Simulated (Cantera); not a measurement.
What does this Cantera script print?

```python
import numpy as np
import cantera as ct

gas_names = """
    B BCL BCL2 BCL3 BO BOCL BO2 B2 B2O B2O2 B2O3 B3O3CL3 CL CLO CL2 O O2 O3
""".split()
cond_names = """
    B(b) B(L) B2O3(L)
""".split()


# ... load() reads the species with a 1 bar reference pressure and builds the phases ...
atoms = {
    'BCl3': {'B': 1, 'CL': 3},
    'O2': {'O': 2},
}
top_T = {}  # K; cautious upper limits of use, not melting points


# ... equilibrate(T, P, feed) seeds the gas with the atoms and calls Mixture.equilibrate('TP', solver="vcs", rtol=1e-11, max_steps=5000) ...
results = []
P = 86  # Pa
for T in [798, 998, 1198, 1398, 1598, 1798, 1998, 2198, 2398]:
    for m in [0.2, 0.26, 0.35, 0.46, 0.61, 0.81, 1.1, 1.4, 1.9, 2.5, 3.4, 4.5, 5.9]:
        feed = {'BCl3': 1, 'O2': m}  # mol
        mix = equilibrate(T, P, feed)
        results.append((T, P, feed, dict(zip(mix.species_names, mix.species_moles))))

for T, P, feed, n in results:
    print(f"{T:7g} {feed['O2']:10.4g}  " + (" + ".join(c for c in cond_names if n.get(c, 0) > 1e-12) or "gas only"))
```

Output:

```
    798        0.2  B2O3(L)
    798       0.26  B2O3(L)
    798       0.35  B2O3(L)
    798       0.46  B2O3(L)
    798       0.61  B2O3(L)
    798       0.81  B2O3(L)
    798        1.1  B2O3(L)
    798        1.4  B2O3(L)
    798        1.9  B2O3(L)
    798        2.5  B2O3(L)
    798        3.4  B2O3(L)
    798        4.5  B2O3(L)
    798        5.9  B2O3(L)
    998        0.2  B2O3(L)
    998       0.26  B2O3(L)
    998       0.35  B2O3(L)
    998       0.46  B2O3(L)
    998       0.61  B2O3(L)
    998       0.81  B2O3(L)
    998        1.1  B2O3(L)
    998        1.4  B2O3(L)
    998        1.9  B2O3(L)
    998        2.5  B2O3(L)
    998        3.4  B2O3(L)
    998        4.5  B2O3(L)
    998        5.9  B2O3(L)
   1198        0.2  gas only
   1198       0.26  B2O3(L)
   1198       0.35  B2O3(L)
   1198       0.46  B2O3(L)
   1198       0.61  B2O3(L)
   1198       0.81  B2O3(L)
   1198        1.1  B2O3(L)
   1198        1.4  B2O3(L)
   1198        1.9  B2O3(L)
   1198        2.5  B2O3(L)
   1198        3.4  B2O3(L)
   1198        4.5  B2O3(L)
   1198        5.9  B2O3(L)
   1398        0.2  gas only
   1398       0.26  gas only
   1398       0.35  B2O3(L)
   1398       0.46  B2O3(L)
   1398       0.61  B2O3(L)
   1398       0.81  B2O3(L)
   1398        1.1  B2O3(L)
   1398        1.4  B2O3(L)
   1398        1.9  B2O3(L)
   1398        2.5  B2O3(L)
   1398        3.4  B2O3(L)
   1398        4.5  B2O3(L)
   1398        5.9  B2O3(L)
   1598        0.2  gas only
   1598       0.26  gas only
   1598       0.35  gas only
   1598       0.46  gas only
   1598       0.61  gas only
   1598       0.81  gas only
   1598        1.1  gas only
   1598        1.4  gas only
   1598        1.9  gas only
   1598        2.5  gas only
   1598        3.4  gas only
   1598        4.5  gas only
   1598        5.9  gas only
   1798        0.2  gas only
   1798       0.26  gas only
   1798       0.35  gas only
   1798       0.46  gas only
   1798       0.61  gas only
   1798       0.81  gas only
   1798        1.1  gas only
   1798        1.4  gas only
   1798        1.9  gas only
   1798        2.5  gas only
   1798        3.4  gas only
   1798        4.5  gas only
   1798        5.9  gas only
   1998        0.2  gas only
   1998       0.26  gas only
   1998       0.35  gas only
   1998       0.46  gas only
   1998       0.61  gas only
   1998       0.81  gas only
   1998        1.1  gas only
   1998        1.4  gas only
   1998        1.9  gas only
   1998        2.5  gas only
   1998        3.4  gas only
   1998        4.5  gas only
   1998        5.9  gas only
   2198        0.2  gas only
   2198       0.26  gas only
   2198       0.35  gas only
   2198       0.46  gas only
   2198       0.61  gas only
   2198       0.81  gas only
   2198        1.1  gas only
   2198        1.4  gas only
   2198        1.9  gas only
   2198        2.5  gas only
   2198        3.4  gas only
   2198        4.5  gas only
   2198        5.9  gas only
   2398        0.2  gas only
   2398       0.26  gas only
   2398       0.35  gas only
   2398       0.46  gas only
   2398       0.61  gas only
   2398       0.81  gas only
   2398        1.1  gas only
   2398        1.4  gas only
   2398        1.9  gas only
   2398        2.5  gas only
   2398        3.4  gas only
   2398        4.5  gas only
   2398        5.9  gas only
```

Method: chemical equilibrium by Gibbs-energy minimisation in Cantera with the NASA 1993 tables (ideal gas, pure condensed phases). The tables' values for BCl2 are old estimates.
